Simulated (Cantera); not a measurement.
A Cantera script and its output.

```python
import numpy as np
import cantera as ct

surf = ct.Interface("diamond.yaml", "diamond_100")
gas, bulk = surf.adjacent["gas"], surf.adjacent["diamond"]
k = surf.kinetics_species_index(bulk.species_names[0])
cover = ["c6HH", "c6H*", "c6*H", "c6**", "c6HM", "c6B"]

rows, drift = [], 0.0
print(f"{'T':>10s}{'um/h':>11s}" + "".join(f"{s:>11s}" for s in cover))
for v in [900, 975, 1050, 1125, 1200, 1275, 1350]:
    T, P, xH, xCH3 = v, 1400, 0.00022, 0.00032
    gas.TPX = T, P, {"H": xH, "CH3": xCH3, "CH4": 0.019, "H2": 1 - xH - xCH3 - 0.019}
    surf.TP = bulk.TP = T, P
    surf.coverages = "c6H*:0.1, c6HH:0.9"
    surf.advance_coverages(100.0)
    before = surf.coverages
    surf.advance_coverages(100.0)
    drift = max(drift, np.max(np.abs(surf.coverages - before) / (surf.coverages + 1e-9)))
    rate = surf.net_production_rates[k] * bulk.mean_molecular_weight / bulk.density * 3.6e9
    rows.append([rate, *surf[cover].coverages])
    print(f"{v:10.4g}{rate:11.4e}" + "".join(f"{x:11.3e}" for x in rows[-1][1:]))
```

It prints:

```
         T       um/h       c6HH       c6H*       c6*H       c6**       c6HM        c6B
       900 4.8535e-01  3.309e-01  4.809e-03  1.347e-01  1.351e-03  4.248e-01  1.317e-09
       975 4.9837e-01  4.610e-01  1.132e-02  2.491e-01  3.487e-03  2.049e-01  1.352e-09
      1050 2.3285e-01  5.451e-01  2.023e-02  3.622e-01  6.442e-03  4.318e-02  6.319e-10
      1125 1.2354e-01  5.425e-01  2.714e-02  4.064e-01  8.448e-03  6.673e-03  3.352e-10
      1200 1.0284e-01  5.351e-01  3.251e-02  4.162e-01  9.547e-03  1.076e-03  2.791e-10
      1275 6.1842e-02  5.426e-01  3.660e-02  4.081e-01  1.002e-02  1.882e-04  1.678e-10
      1350 1.8202e-02  5.620e-01  3.937e-02  3.883e-01  9.634e-03  3.832e-05  4.939e-11
```

Computed with Cantera and the Harris–Goodwin 1993 mechanism for the reconstructed diamond (100) surface.
